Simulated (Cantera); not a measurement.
Feed: 1 mol SiH2Cl2, 0.012 mol C2H4, 86 mol H2, held at 8.30 mbar.

These are equilibrium values from Cantera (NASA tables, ideal gas, pure condensed phases), not measurements of a reactor. Candidate condensed phases: C, C6H6, C7H8, C8H18, Si, SiC; 109 gas species. Mutual solubility and eutectic melting of coexisting phases are not modelled. The tables' values for SiCl are old estimates; treat these amounts as uncertain. Gases not in the tables: Si2H6 and higher silanes. Kinetics and transport are ignored.

x: gas mole fraction; n: condensed amount in mol.

```json
[
 {"T (K)": "1450", "x H2": "0.978", "x H": "0.000103", "x HCl": "0.0201", "x Si": "3.71e-7", "x Cl": "…", "n Si(s)": "0.862", "n SiC(s)": "0.0240", "n Si(l)": "0"},
 {"T (K)": "1550", "x H2": "0.978", "x H": "0.000342", "x HCl": "0.0200", "x Si": "4.00e-6", "x Cl": "…", "n Si(s)": "0.855", "n SiC(s)": "0.0240", "n Si(l)": "0"},
 {"T (K)": "1650", "x H2": "0.978", "x H": "0.000986", "x HCl": "0.0198", "x Si": "3.23e-5", "x Cl": "…", "n Si(s)": "0.845", "n SiC(s)": "0.0240", "n Si(l)": "0"},
 {"T (K)": "1750", "x H2": "0.976", "x H": "0.00252", "x HCl": "0.0199", "x Si": "0.000181", "x Cl": "…", "n Si(s)": "0", "n SiC(s)": "0.0239", "n Si(l)": "0.834"},
 {"T (K)": "1850", "x H2": "0.972", "x H": "0.00583", "x HCl": "0.0201", "x Si": "0.000777", "x Cl": "…", "n Si(s)": "0", "n SiC(s)": "0.0230", "n Si(l)": "0.781"},
 {"T (K)": "1950", "x H2": "0.963", "x H": "0.0123", "x HCl": "0.0200", "x Si": "0.00287", "x Cl": "…", "n Si(s)": "0", "n SiC(s)": "0.0181", "n Si(l)": "0.573"},
 {"T (K)": "2050", "x H2": "0.945", "x H": "0.0242", "x HCl": "0.0198", "x Si": "0.00856", "x Cl": "…", "n Si(s)": "0", "n SiC(s)": "0", "n Si(l)": "0"},
 {"T (K)": "2150", "x H2": "0.924", "x H": "0.0445", "x HCl": "0.0204", "x Si": "0.00941", "x Cl": "…", "n Si(s)": "0", "n SiC(s)": "0", "n Si(l)": "0"},
 {"T (K)": "2250", "x H2": "0.891", "x H": "0.0770", "x HCl": "0.0199", "x Si": "0.00983", "x Cl": "…", "n Si(s)": "0", "n SiC(s)": "0", "n Si(l)": "0"},
 {"T (K)": "2350", "x H2": "0.843", "x H": "0.126", "x HCl": "0.0188", "x Si": "0.00991", "x Cl": "…", "n Si(s)": "0", "n SiC(s)": "0", "n Si(l)": "0"},
 {"T (K)": "2450", "x H2": "0.775", "x H": "0.194", "x HCl": "0.0171", "x Si": "0.00972", "x Cl": "…", "n Si(s)": "0", "n SiC(s)": "0", "n Si(l)": "0"},
 {"T (K)": "2550", "x H2": "0.687", "x H": "0.284", "x HCl": "0.0148", "x Si": "0.00933", "x Cl": "…", "n Si(s)": "0", "n SiC(s)": "0", "n Si(l)": "0"}
]
```

Problem. Complete the blanks.

Solution. 
- 1450, x Cl: 1.72e-6
- 1550, x Cl: 5.57e-6
- 1650, x Cl: 1.57e-5
- 1750, x Cl: 3.97e-5
- 1850, x Cl: 9.14e-5
- 1950, x Cl: 0.000192
- 2050, x Cl: 0.000375
- 2150, x Cl: 0.000717
- 2250, x Cl: 0.00125
- 2350, x Cl: 0.00201
- 2450, x Cl: 0.00304
- 2550, x Cl: 0.00432
